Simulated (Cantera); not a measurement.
An adiabatic, constant-pressure homogeneous reactor starts with CH4 : C2H6 : C3H8 : O2 : N2 = 1 : 0.16 : 0.13 : 2.92 : 11 (molar parts), at 1023 K and 12.8 atm. Integrator tolerance rtol = 1e-08.

Model: GRI-Mech 3.0 (53 species, 325 reactions), integrated in Cantera. The pressure lies above the range GRI-Mech 3.0 was tuned for (to about 10 atm).

Problem. What does this change do: pressure from 12.8 atm to 0.987 atm?

Solution. 
| quantity | before | after |
|---|---|---|
| time of steepest temperature rise | 8.45 ms | 57.7 ms |
| temperature at 0.200 s | 2697 K | 2577 K |
| equilibrium temperature | 2697 K | 2577 K |
| x(CH4) at 0.200 s | <1e-12 (gas-phase equilibrium <1e-12) | <1e-12 (gas-phase equilibrium <1e-12) |
| x(C2H6) at 0.200 s | <1e-12 (gas-phase equilibrium <1e-12) | <1e-12 (gas-phase equilibrium <1e-12) |
| x(C3H8) at 0.200 s | <1e-12 (gas-phase equilibrium <1e-12) | <1e-12 (gas-phase equilibrium <1e-12) |
| x(C2H4) at 0.200 s | <1e-12 (gas-phase equilibrium <1e-12) | <1e-12 (gas-phase equilibrium <1e-12) |
| x(CH3) at 0.200 s | <1e-12 (gas-phase equilibrium <1e-12) | <1e-12 (gas-phase equilibrium <1e-12) |
| x(NO) at 0.200 s | 0.00353 (gas-phase equilibrium 0.00353) | 0.00448 (gas-phase equilibrium 0.00448) |
| x(H) at 0.200 s | 0.00178 (gas-phase equilibrium 0.00178) | 0.00457 (gas-phase equilibrium 0.00457) |
